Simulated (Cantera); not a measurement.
A perfectly stirred reactor is fed with CH4 : H2 = 0.036 : 1 (molar parts), at 150 Torr; it is held at 1423 K, and followed from long to short residence time.

Model: GRI-Mech 3.0 (53 species, 325 reactions), integrated in Cantera. GRI-Mech 3.0 stops at C3 and has no aromatics, soot or wall deposition, so with more carbon than oxygen in the feed, carbon stays in small species such as C2H2 where larger ones or solid carbon would form.

**Question.** What does this change do: temperature 1423 to 2825 K?

**Answer.** 
```json
[
 {"quantity": "x(CH4) at τ = 10.0 s", "before": "0.0320", "after": "8.65e-6"},
 {"quantity": "x(H2) at τ = 10.0 s", "before": "0.967", "after": "0.804"},
 {"quantity": "x(C2H2) at τ = 10.0 s", "before": "0.00118", "after": "0.0148"},
 {"quantity": "x(C2H4) at τ = 10.0 s", "before": "0.000157", "after": "6.23e-7"},
 {"quantity": "x(C2H) at τ = 10.0 s", "before": "1.90e-11", "after": "0.000435"},
 {"quantity": "x(CH4) at τ = 0.240 s", "before": "0.0347", "after": "1.10e-5"},
 {"quantity": "x(H2) at τ = 0.240 s", "before": "0.965", "after": "0.806"},
 {"quantity": "x(C2H2) at τ = 0.240 s", "before": "2.62e-5", "after": "0.0148"},
 {"quantity": "x(C2H4) at τ = 0.240 s", "before": "1.47e-5", "after": "6.36e-7"},
 {"quantity": "x(C2H) at τ = 0.240 s", "before": "<1e-12", "after": "0.000430"}
]
```

**Question.** What does this change do: temperature 1423 to 2273 K?

**Answer.** 
| quantity | before | after |
|---|---|---|
| x(CH4) at τ = 10.0 s | 0.0320 | 0.000117 |
| x(H2) at τ = 10.0 s | 0.967 | 0.965 |
| x(C2H2) at τ = 10.0 s | 0.00118 | 0.0165 |
| x(C2H4) at τ = 10.0 s | 0.000157 | 5.61e-6 |
| x(C2H) at τ = 10.0 s | 1.90e-11 | 1.34e-5 |
| x(CH4) at τ = 0.240 s | 0.0347 | 0.000522 |
| x(H2) at τ = 0.240 s | 0.965 | 0.965 |
| x(C2H2) at τ = 0.240 s | 2.62e-5 | 0.0163 |
| x(C2H4) at τ = 0.240 s | 1.47e-5 | 5.88e-6 |
| x(C2H) at τ = 0.240 s | <1e-12 | 1.28e-5 |
